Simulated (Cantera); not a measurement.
Cantera run, input and output.

```python
import numpy as np
import cantera as ct

gas = ct.Solution("gri30.yaml", transport_model="multicomponent")
show = ['H2', 'NH3', 'C2H2']

rows = []
print(f"{'T/K':>7s}{'rho':>11s}{'cp':>10s}{'mu':>11s}{'lambda':>11s}{'Pr':>7s}" + "".join(f"{'D_' + s:>11s}" for s in show))
for T in [400, 600, 800, 1000, 1200, 1400, 1600, 1800]:
    gas.TPX = T, 5100, {'N2O': 0.46}
    Pr = gas.cp_mass * gas.viscosity / gas.thermal_conductivity
    D = [gas.mix_diff_coeffs_mole[gas.species_index(s)] for s in show]
    rows.append([gas.density, gas.cp_mass, gas.viscosity, gas.thermal_conductivity, Pr, *D])
    print(f"{T:7g}{gas.density:11.4e}{gas.cp_mass:10.1f}{gas.viscosity:11.4e}"
          f"{gas.thermal_conductivity:11.4e}{Pr:7.3f}" + "".join(f"{d:11.4e}" for d in D))
print("SI units: kg/m3, J/kg/K, Pa s, W/m/K, m2/s")
```

It prints:

```
    T/K        rho        cp         mu     lambda     Pr       D_H2      D_NH3     D_C2H2
    400 6.7493e-02     970.3 1.9459e-05 2.5299e-02  0.746 2.1428e-03 5.6037e-04 4.1776e-04
    600 4.4995e-02    1101.3 2.7324e-05 4.0429e-02  0.744 4.2746e-03 1.2167e-03 8.7472e-04
    800 3.3746e-02    1191.6 3.4048e-05 5.4682e-02  0.742 6.9306e-03 2.0649e-03 1.4524e-03
   1000 2.6997e-02    1254.7 4.0022e-05 6.7878e-02  0.740 1.0058e-02 3.0788e-03 2.1361e-03
   1200 2.2498e-02    1294.3 4.5464e-05 7.9761e-02  0.738 1.3622e-02 4.2413e-03 2.9163e-03
   1400 1.9284e-02    1326.8 5.0510e-05 9.1048e-02  0.736 1.7595e-02 5.5404e-03 3.7861e-03
   1600 1.6873e-02    1353.3 5.5249e-05 1.0177e-01  0.735 2.1957e-02 6.9672e-03 4.7405e-03
   1800 1.4998e-02    1374.6 5.9744e-05 1.1197e-01  0.733 2.6689e-02 8.5153e-03 5.7753e-03
SI units: kg/m3, J/kg/K, Pa s, W/m/K, m2/s
```

Cantera simulation using GRI-Mech 3.0 (53 species, 325 reactions); the numbers are that mechanism's predictions, not measurements. The composition is frozen, though it would react at the higher temperatures.
